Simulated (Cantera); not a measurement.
## Ammonia decomposition in nitride growth gas

An isothermal, constant-pressure homogeneous reactor starts with 62.9 % NH3, 37.1 % N2, at 2048 K and 1130 Torr.

Detailed kinetics in Cantera: the gas-phase N/H chemistry of the illustrative SiF4/NH3 mechanism in the Surface Chemkin manual (1991). Walls and surfaces, which speed up NH3 decomposition in real reactors, are not modelled.

```json
[
 {"t (s)": "1.00e-6", "x NH3": "0.629", "x N2H4": "4.64e-10", "x N2H2": "9.10e-10", "x H2": "1.60e-5", "x NH2": "3.26e-5"},
 {"t (s)": "4.35e-6", "x NH3": "0.629", "x N2H4": "9.63e-9", "x N2H2": "3.14e-8", "x H2": "7.20e-5", "x NH2": "0.000144"},
 {"t (s)": "1.89e-5", "x NH3": "0.628", "x N2H4": "1.71e-7", "x N2H2": "8.14e-7", "x H2": "0.000343", "x NH2": "0.000602"},
 {"t (s)": "8.23e-5", "x NH3": "0.625", "x N2H4": "9.44e-7", "x N2H2": "5.36e-6", "x H2": "0.00273", "x NH2": "0.00141"},
 {"t (s)": "0.000358", "x NH3": "0.610", "x N2H4": "8.99e-7", "x N2H2": "5.58e-6", "x H2": "0.0164", "x NH2": "0.00138"},
 {"t (s)": "0.00156", "x NH3": "0.551", "x N2H4": "6.45e-7", "x N2H2": "4.68e-6", "x H2": "0.0705", "x NH2": "0.00117"},
 {"t (s)": "0.00678", "x NH3": "0.371", "x N2H4": "3.22e-7", "x N2H2": "2.63e-6", "x H2": "0.237", "x NH2": "0.000824"},
 {"t (s)": "0.0295", "x NH3": "0.100", "x N2H4": "5.01e-8", "x N2H2": "4.92e-7", "x H2": "0.486", "x NH2": "0.000325"},
 {"t (s)": "0.128", "x NH3": "0.00477", "x N2H4": "4.51e-10", "x N2H2": "7.22e-9", "x H2": "0.574", "x NH2": "3.09e-5"},
 {"t (s)": "0.558", "x NH3": "0.000441", "x N2H4": "4.71e-12", "x N2H2": "8.28e-11", "x H2": "0.578", "x NH2": "3.15e-6"},
 {"t (s)": "2.43", "x NH3": "8.62e-5", "x N2H4": "<1e-12", "x N2H2": "4.56e-12", "x H2": "0.578", "x NH2": "6.17e-7"},
 {"t (s)": "10.6", "x NH3": "2.02e-5", "x N2H4": "<1e-12", "x N2H2": "1.61e-12", "x H2": "0.578", "x NH2": "1.44e-7"},
 {"t (s)": "46.0", "x NH3": "8.35e-6", "x N2H4": "<1e-12", "x N2H2": "1.46e-12", "x H2": "0.578", "x NH2": "5.98e-8"},
 {"t (s)": "200", "x NH3": "7.92e-6", "x N2H4": "<1e-12", "x N2H2": "1.46e-12", "x H2": "0.578", "x NH2": "5.67e-8"}
]
```
x: mole fraction; the columns are a selection and need not sum to one.

Equilibrium at this temperature and pressure: NH3 7.92e-6, N2H4 <1e-12, N2H2 1.46e-12, H2 0.578, NH2 5.67e-8 (gas phase only).
